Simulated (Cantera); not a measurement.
## Equilibrium for iron carbonyl, mercury and lead vapours: PbO + N2

Feed: 1 mol PbO, 3.5 mol N2, equilibrated at 4950 Torr.

Equilibrium computed with Cantera from the NASA thermochemical tables; the gas is ideal and each condensed phase is pure. Candidate condensed phases: Pb, PbO, PbO2, Pb3O4; 12 gas species. Equilibrium is a limit: real reactors are often held back by kinetics, nucleation or transport.

From 650 K to 750 K the condensed part is PbO(red). From 800 K to 1150 K the condensed part is PbO(yellow).

| T (K) | x N2 | x PbO | x Pb | x O2 | x NO | n PbO(red) | n PbO(yellow) |
|---|---|---|---|---|---|---|---|
| 650 | 1.00 | <1e-12 | <1e-12 | <1e-12 | <1e-12 | 1.00 | 0 |
| 700 | 1.00 | <1e-12 | <1e-12 | <1e-12 | <1e-12 | 1.00 | 0 |
| 750 | 1.00 | <1e-12 | <1e-12 | <1e-12 | <1e-12 | 1.00 | 0 |
| 800 | 1.00 | 1.06e-11 | 4.33e-12 | <1e-12 | 3.38e-12 | 0 | 1.00 |
| 850 | 1.00 | 1.26e-10 | 4.17e-11 | 6.63e-12 | 2.85e-11 | 0 | 1.00 |
| 900 | 1.00 | 1.13e-9 | 3.17e-10 | 6.64e-11 | 1.85e-10 | 0 | 1.00 |
| 950 | 1.00 | 7.99e-9 | 1.97e-9 | 5.03e-10 | 9.67e-10 | 0 | 1.00 |
| 1000 | 1.00 | 4.62e-8 | 1.03e-8 | 3.03e-9 | 4.23e-9 | 0 | 1.00 |
| 1050 | 1.00 | 2.24e-7 | 4.61e-8 | 1.51e-8 | 1.59e-8 | 0 | 1.000 |
| 1100 | 1.000 | 9.38e-7 | 1.81e-7 | 6.39e-8 | 5.28e-8 | 0 | 1.000 |
| 1150 | 1.000 | 3.45e-6 | 6.29e-7 | 2.36e-7 | 1.57e-7 | 0 | 1.000 |
x: gas mole fraction; n: condensed amount in mol.
